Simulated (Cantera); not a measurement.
A closed system holds: 1 mol Fe(CO)5, 0.98 mol O2, 3.6 mol H2, equilibrated at 1000 Pa.

Equilibrium computed with Cantera from the NASA thermochemical tables; the gas is ideal and each condensed phase is pure. Candidate condensed phases: C, C6H6, C7H8, C8H18, Fe, Fe(CO)5, FeO, Fe(OH)2, Fe(OH)3, Fe2O3, Fe3O4, H2O; 114 gas species. Mutual solubility and eutectic melting of coexisting phases are not modelled. The tables' stoichiometric FeO is somewhat more stable than real wüstite, so its field is too wide. FeO: taken at fixed stoichiometry. Equilibrium is a limit: real reactors are often held back by kinetics, nucleation or transport.

**Question.** Which condensed phases are stable at each of these points (T (K)): 975, 1025, 1075, 1125, 1175, 1225, 1275, 1325, 1375, 1425, 1475, 1525, 1575?

**Answer.** 
| T (K) | condensed phases | Fe condensed (%) |
|---|---|---|
| 975 | Fe(α) + FeO(s) | 100.0 |
| 1025 | Fe(α) + FeO(s) | 100.0 |
| 1075 | Fe(α) + FeO(s) | 100.0 |
| 1125 | Fe(α) + FeO(s) | 100.0 |
| 1175 | Fe(α) + FeO(s) | 100.0 |
| 1225 | Fe(γ) + FeO(s) | 100.0 |
| 1275 | Fe(γ) + FeO(s) | 100.0 |
| 1325 | Fe(γ) + FeO(s) | 100.0 |
| 1375 | Fe(γ) + FeO(s) | 100.0 |
| 1425 | Fe(γ) + FeO(s) | 100.0 |
| 1475 | Fe(γ) + FeO(s) | 100.0 |
| 1525 | Fe(γ) + FeO(s) | 100.0 |
| 1575 | Fe(γ) + FeO(s) | 99.9 |

From 975 K to 1175 K the condensed part is Fe(α) + FeO(s). From 1225 K to 1575 K the condensed part is Fe(γ) + FeO(s).
